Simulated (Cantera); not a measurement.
An adiabatic, constant-pressure homogeneous reactor starts with CO : H₂ : O₂ : N₂ = 1 : 0.11 : 0.505 : 1.9 (molar parts), equivalence ratio 1.1, at 1350 K and 360000 Pa.

Cantera simulation using GRI-Mech 3.0 (53 species, 325 reactions); the numbers are that mechanism's predictions, not measurements. The hydrogen kinetics of GRI-Mech 3.0 are dated; newer H2 mechanisms differ, most at raised pressure.

Problem. Predict: time of steepest temperature rise; temperature at 0.100 s; equilibrium temperature; x(CO) at 0.100 s; x(H₂) at 0.100 s; x(O₂) at 0.100 s; x(H₂O₂) at 0.100 s; x(NO) at 0.100 s; x(N₂O) at 0.100 s; x(O) at 0.100 s.

Solution. 
| Property | Value |
|---|---|
| time of steepest temperature rise | 15.1 µs |
| temperature at 0.100 s | 2833 K |
| equilibrium temperature | 2833 K |
| x(CO) at 0.100 s | 0.110 (gas-phase equilibrium 0.110) |
| x(H₂) at 0.100 s | 0.00209 (gas-phase equilibrium 0.00209) |
| x(O₂) at 0.100 s | 0.0297 (gas-phase equilibrium 0.0297) |
| x(H₂O₂) at 0.100 s | 1.19e-7 (gas-phase equilibrium 1.19e-7) |
| x(NO) at 0.100 s | 0.0126 (gas-phase equilibrium 0.0126) |
| x(N₂O) at 0.100 s | 1.17e-6 (gas-phase equilibrium 1.17e-6) |
| x(O) at 0.100 s | 0.00565 (gas-phase equilibrium 0.00565) |
